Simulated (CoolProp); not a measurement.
Computed with CoolProp (reference Helmholtz-energy equation of state, Aleksandrov 2011). It is a short technical equation, of lower accuracy than the large ones.

### Question
For n-undecane, give the phase and the cp (kJ/(kg K)), speed of sound (m/s), isothermal compressibility (1/MPa), expansivity (1/kK) at 97.25 °C and 0.763 MPa.

### Answer
- 97.25 °C and 0.763 MPa: liquid; cp 2.48, speed of sound 998, isothermal compressibility 0.00175, expansivity 1.13
